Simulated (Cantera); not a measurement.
A closed system holds: 1 mol Cu2O, 1.9 mol C, 0.96 mol N2, held at 69.8 Torr.

These are equilibrium values from Cantera (NASA tables, ideal gas, pure condensed phases), not measurements of a reactor. Candidate condensed phases: C, Cu, CuO, Cu2O; 27 gas species. The numbers say what is thermodynamically allowed, not how fast it happens.

x: gas mole fraction; n: condensed amount in mol.

```
T (K)   x CO   x N2      x Cu     x CO2  n C(graphite)  n Cu(s)  n Cu(l)
-----  -----  -----  --------  --------  -------------  -------  -------
1000   0.491  0.496  1.68e-10    0.0127          0.925     2.00        0
1100   0.507  0.491       [?]       [?]          0.904     2.00        0
1200   0.510  0.490   1.32e-7  0.000456          0.901     2.00        0
1300   0.510  0.490   1.70e-6  0.000125          0.900     2.00        0
1400   0.510  0.490   1.45e-5   4.15e-5          0.900        0     2.00
1500   0.510  0.490   8.84e-5   1.61e-5          0.900        0     2.00
1600   0.510  0.490  0.000428   7.03e-6          0.900        0     2.00
1700   0.509  0.489       [?]       [?]          0.900        0     2.00
1800   0.507  0.487   0.00582   1.79e-6          0.900        0     1.99
1900   0.501  0.481    0.0174   9.91e-7          0.900        0     1.97
2000   0.486  0.467    0.0463   5.63e-7          0.900        0     1.90
2100   0.453  0.435     0.112   3.10e-7          0.900        0     1.75
2200   0.382  0.367     0.249   1.46e-7          0.900        0     1.34
```

Fill in the missing entries.


- 1700, x Cu: 0.00171
- 1700, x CO2: 3.41e-6
- 1100, x Cu: 6.40e-9
- 1100, x CO2: 0.00211
